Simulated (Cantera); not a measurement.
# Equilibrium for roasting and sulfation: Na2CO3 + SO3 + H2O + SO2

A closed system holds: 1 mol Na2CO3, 0.93 mol SO3, a varied amount of H2O, 0.28 mol SO2, held at 1798 K and 1.00 bar.

Method: chemical equilibrium by Gibbs-energy minimisation in Cantera with the NASA 1993 tables (ideal gas, pure condensed phases). Candidate condensed phases: C, C6H6, C7H8, C8H18, H2O, H2SO4, Na, NaOH, NaO2, Na2CO3, Na2O, Na2O2, Na2S, Na2SO4, S; 131 gas species. Equilibrium is a limit: real reactors are often held back by kinetics, nucleation or transport.

```
n(H2O) (mol)  x H2O   x CO2   x SO2  x NaOH      x CO     x Na  n Na2SO4(l)
------------  -----  ------  ------  ------  --------  -------  -----------
1             0.420   0.427   0.108  0.0274   0.00897  0.00556        0.960
1.3           0.483   0.378  0.0967  0.0278   0.00637  0.00471        0.955
1.6           0.533   0.339  0.0878  0.0277   0.00467  0.00404        0.950
2             0.586   0.298  0.0784  0.0272   0.00322  0.00335        0.945
2.5           0.637   0.259  0.0693  0.0265   0.00216  0.00275        0.940
3.1           0.682   0.223  0.0612  0.0258   0.00146  0.00229        0.932
3.8           0.721   0.192  0.0543  0.0254   0.00102  0.00197        0.923
4.7           0.756   0.163  0.0479  0.0252  0.000718  0.00175        0.911
5.9           0.789   0.136  0.0421  0.0254  0.000510  0.00159        0.892
7.3           0.815   0.113  0.0375  0.0259  0.000380  0.00150        0.870
9.1           0.838  0.0934  0.0336  0.0264  0.000285  0.00145        0.839
```
x: gas mole fraction; n: condensed amount in mol.

From 1 mol H2O to 9.1 mol H2O the condensed part is Na2SO4(l). The main Na-bearing gas is NaOH throughout. The share of Na in condensed phases is highest at 1 mol H2O (96.0 %) and lowest at 9.1 mol H2O (83.9 %).
